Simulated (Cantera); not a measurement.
## Equilibrium for tantalum, niobium, vanadium and zirconium in process gases: V + O₂ + H₂

Charge: 1 mol V, 0.088 mol O₂, 48 mol H₂, at 2.10 mbar.

These are equilibrium values from Cantera (NASA tables, ideal gas, pure condensed phases), not measurements of a reactor. Candidate condensed phases: H₂O, V, VO, V₂O₃, V₂O₄, V₂O₅; 12 gas species. Mutual solubility and eutectic melting of coexisting phases are not modelled. VO: taken at fixed stoichiometry. Condensed phases not in the tables: N, O or C dissolved in the metal. Rates play no part.

```tsv
T (°C)	x H₂	x H	x V	x VO	x H₂O	x VO₂	n V(s)	n VO(s)
1000	1.000	1.56e-5	2.85e-11	1.20e-11	1.14e-6	<1e-12	0.824	0.176
1200	1.000	0.000276	2.00e-8	1.16e-8	1.00e-5	2.71e-10	0.824	0.176
1400	0.997	0.00248	2.87e-6	2.03e-6	5.05e-5	8.38e-8	0.826	0.173
1600	0.986	0.0140	0.000140	0.000112	0.000173	7.09e-6	0.826	0.161
1800	0.938	0.0556	0.00318	0.00266	0.000429	0.000225	0.699	0
2000	0.816	0.166	0.0157	0.00297	0.000179	7.03e-5	0	0
2200	0.605	0.378	0.0140	0.00250	0.000237	6.72e-5	0	0
2400	0.337	0.649	0.0118	0.00189	0.000204	5.36e-5	0	0
```
x: gas mole fraction; n: condensed amount in mol.

From 1000 °C to 1600 °C the condensed part is V(s) + VO(s). At 1800 °C the condensed part is V(s). From 2000 °C to 2400 °C nothing is condensed.
